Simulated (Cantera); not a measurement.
An adiabatic, constant-volume homogeneous reactor starts with CH4 : CO : O2 : N2 = 1 : 0.37 : 1.37 : 5.13 (molar parts), at 1050 K and 860000 Pa. Integrator tolerance rtol = 1e-08.

Detailed kinetics in Cantera: GRI-Mech 3.0 (53 species, 325 reactions).

Question: What does this change do: initial temperature 1050 to 1200 K?

Answer: 
```tsv
quantity	before	after
time of steepest temperature rise	0.113 s	10.6 ms
temperature at 0.700 s	2798 K	2894 K
equilibrium temperature	2798 K	2894 K
x(CH4) at 0.700 s	1.76e-10 (gas-phase equilibrium 1.98e-10)	1.07e-10 (gas-phase equilibrium 1.21e-10)
x(CO) at 0.700 s	0.121 (gas-phase equilibrium 0.121)	0.122 (gas-phase equilibrium 0.122)
x(O2) at 0.700 s	9.92e-5 (gas-phase equilibrium 9.92e-5)	0.000222 (gas-phase equilibrium 0.000222)
x(CH2CO) at 0.700 s	1.50e-12 (gas-phase equilibrium 1.63e-12)	1.14e-12 (gas-phase equilibrium 1.24e-12)
x(H2O) at 0.700 s	0.160 (gas-phase equilibrium 0.160)	0.159 (gas-phase equilibrium 0.159)
x(NO2) at 0.700 s	5.10e-8 (gas-phase equilibrium 5.10e-8)	1.15e-7 (gas-phase equilibrium 1.15e-7)
x(N2O) at 0.700 s	1.70e-7 (gas-phase equilibrium 1.70e-7)	2.77e-7 (gas-phase equilibrium 2.77e-7)
```

Question: What does this change do: CH4 1 to 0.55 parts?

Answer: 
```tsv
quantity	before	after
time of steepest temperature rise	0.113 s	89.6 ms
temperature at 0.700 s	2798 K	2907 K
equilibrium temperature	2798 K	2907 K
x(CH4) at 0.700 s	1.76e-10 (gas-phase equilibrium 1.98e-10)	<1e-12 (gas-phase equilibrium <1e-12)
x(CO) at 0.700 s	0.121 (gas-phase equilibrium 0.121)	0.0314 (gas-phase equilibrium 0.0314)
x(O2) at 0.700 s	9.92e-5 (gas-phase equilibrium 9.92e-5)	0.0202 (gas-phase equilibrium 0.0202)
x(CH2CO) at 0.700 s	1.50e-12 (gas-phase equilibrium 1.63e-12)	<1e-12 (gas-phase equilibrium <1e-12)
x(H2O) at 0.700 s	0.160 (gas-phase equilibrium 0.160)	0.135 (gas-phase equilibrium 0.135)
x(NO2) at 0.700 s	5.10e-8 (gas-phase equilibrium 5.10e-8)	1.16e-5 (gas-phase equilibrium 1.16e-5)
x(N2O) at 0.700 s	1.70e-7 (gas-phase equilibrium 1.70e-7)	3.16e-6 (gas-phase equilibrium 3.16e-6)
```
